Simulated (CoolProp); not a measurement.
Vapour-liquid equilibrium of CF4 (R14) (1) + R13 (2) at 0.207 MPa; x and y are mole fractions of (1).

Values from CoolProp's multi-fluid Helmholtz-energy mixture model, Platzer 1990 and Platzer 1990; pair parameters Bell 2016. This equation is an older, rougher fit; its heat capacities, sound speeds and derivatives of the liquid may be far off and weren't checked against measurements.

Q: Give the bubble temperature and the first vapour's composition at x = 0.2, 0.65, 0.8. Is there an azeotrope?

A: x = 0.2: -93.9 °C, y = 0.793; x = 0.65: -110.8 °C, y = 0.965; x = 0.8: -113.7 °C, y = 0.982. No azeotrope shows between x = 0.05 and 0.95.

Pair parameters are fitted to limited data, so mixtures are less certain than the pure fluids.
